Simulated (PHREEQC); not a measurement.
1.2 g of hydrous ferric oxide (600 m²/g; 0.2 weak and 0.005 strong sites per Fe, Dzombak-Morel constants, diffuse double layer) in 1 kg of water with 0.1 mol/kgw of an inert sodium salt, at 25 °C; the pH is set by adding NaOH or the inert anion's acid. Oxygen is held at 0.21 atm. No CO2 enters from the air. No solid was allowed to form.

The numbers come from PHREEQC with the ion-association model, wateq4f.dat.

```tsv
pH	surface charge σ (C/m²)	surface potential ψ (mV)
3	0.363	152
3.5	0.350	151
4	0.321	146
4.5	0.273	138
5	0.215	126
5.5	0.159	111
6	0.112	93
6.5	0.074	74
7	0.045	52
7.5	0.022	29
8	0.004	5
8.5	-0.014	-19
9	-0.034	-42
9.5	-0.060	-65
10	-0.094	-85
10.5	-0.137	-103
11	-0.190	-120
```

The oxide is taken as insoluble; below pH 4 it would dissolve.
